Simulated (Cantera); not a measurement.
A diamond (100) surface in a fixed gas of H2 with x(CH4) = 0.0045, x(H) = 0.0039, at 1275 K, 12.0 Torr; coverages are run to steady state.

Model: the Harris–Goodwin 1993 mechanism for the reconstructed diamond (100) surface, integrated in Cantera.

One state of this run: growth (µm/h) = 0.172; θ c6HH = 0.401; θ c6H* = 0.0461; θ c6*H = 0.514; θ c6** = 0.0379; θ c6HM = 9.57e-5. θ: site fractions in the mechanism's names (c6HH fully hydrogenated, c6H* and c6*H radical sites, c6** diradical, c6HM methylated).

Q: Which value of x(CH3) does it belong to?
(A) 1.4e-05
(B) 0.0011
(C) 7.9e-05
(D) 0.00019

A: C, 7.9e-05
